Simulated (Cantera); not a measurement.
Input: 1 mol n-butane, 0.033 mol CO2, equilibrated at 1425 °C and 100 Torr.

Method: chemical equilibrium by Gibbs-energy minimisation in Cantera with the NASA 1993 tables (ideal gas, pure condensed phases). Candidate condensed phases: C, C6H6, C7H8, C8H18, H2O; 110 gas species. Rates play no part.

Base state: H2 0.986, CO 0.0130, H 0.000393, CH4 0.000143, C2H2 (acetylene) 7.11e-5 (mole fractions); condensed: C(graphite).

Question: What changes in the equilibrium state with this change: CO2 from 0.033 to 2.1 mol?

Answer: 
```
species             before     after
----------------  --------  --------
H2                   0.986     0.543
CO                  0.0130     0.456
H                 0.000393  0.000292
H2O                8.36e-7   1.61e-5
CH4               0.000143   4.34e-5
C(graphite), mol      3.97      1.90
```

Question: What changes in the equilibrium state with this change: CO2 from 0.033 to 0.36 mol?

Answer: 
```tsv
species	before	after
H2	0.986	0.874
CO	0.0130	0.126
H	0.000393	0.000370
CH4	0.000143	0.000112
C2H2 (acetylene)	7.11e-5	6.29e-5
C(graphite), mol	3.97	3.64
```
